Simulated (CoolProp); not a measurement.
Aqueous methanol as a coolant, at 35 °C, 1 atm.

Computed with CoolProp (Melinder's fits for secondary coolants).

| mass % | freezing point (°C) | conductivity (W/(m K)) | cp (kJ/(kg K)) | Prandtl number | viscosity (mPa s) |
|---|---|---|---|---|---|
| 1.8 | -1.0 | 0.610 | 4.176 | 5.14 | 0.751 |
| 7.6 | -4.8 | 0.573 | 4.177 | 6.22 | 0.854 |
| 13.5 | -9.3 | 0.537 | 4.150 | 7.41 | 0.958 |
| 19.3 | -14.4 | 0.503 | 4.112 | 8.60 | 1.05 |
| 25.2 | -20.3 | 0.470 | 4.065 | 9.77 | 1.13 |
| 31.1 | -27.0 | 0.438 | 4.004 | 10.8 | 1.18 |
| 36.9 | -34.4 | 0.409 | 3.924 | 11.6 | 1.21 |
| 42.8 | -42.8 | 0.381 | 3.817 | 12.1 | 1.21 |
| 48.6 | -52.1 | 0.356 | 3.690 | 12.3 | 1.19 |
